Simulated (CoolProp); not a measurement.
Properties of n-pentane along the isotherm 497.3 K.

The numbers come from the reference Helmholtz-energy equation of state, Thol 2019 in CoolProp.

```
p (MPa)          phase  density (kg/m³)
-------  -------------  ---------------
0.106              gas            1.866
0.202              gas            3.586
0.383              gas              [?]
0.726              gas              [?]
1.38               gas              [?]
2.61               gas              [?]
4.94     supercritical              [?]
9.37     supercritical              [?]
17.8     supercritical              [?]
33.7     supercritical              [?]
```

Fill in the missing entries.


- 0.383, density (kg/m³): 6.909
- 0.726, density (kg/m³): 13.52
- 1.38, density (kg/m³): 27.52
- 2.61, density (kg/m³): 61.52
- 4.94, density (kg/m³): 245.3
- 9.37, density (kg/m³): 391.8
- 17.8, density (kg/m³): 452.0
- 33.7, density (kg/m³): 503.2
